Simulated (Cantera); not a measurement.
Cantera with NASA thermochemical tables; ideal gases at 1 bar, condensed phases pure. Values are per mole of reaction as written; species without (g) are pure solids or liquids, kept so even where they would boil at 1 bar. TaC: taken at fixed stoichiometry.

**Question.** Between 2125 and 2575 K, where is each reaction favourable under standard conditions?
- 9 Ta + 2 C6H6(g) ⇌ 9 TaC + 3 CH4(g)

**Answer.** 
- 9 Ta + 2 C6H6(g) ⇌ 9 TaC + 3 CH4(g): ΔG° is -1803 kJ at 2125 K and -1838 kJ at 2575 K; it stays negative (K > 1). ΔH° is -1626 kJ and ΔS° 82 J/K at 2575 K.
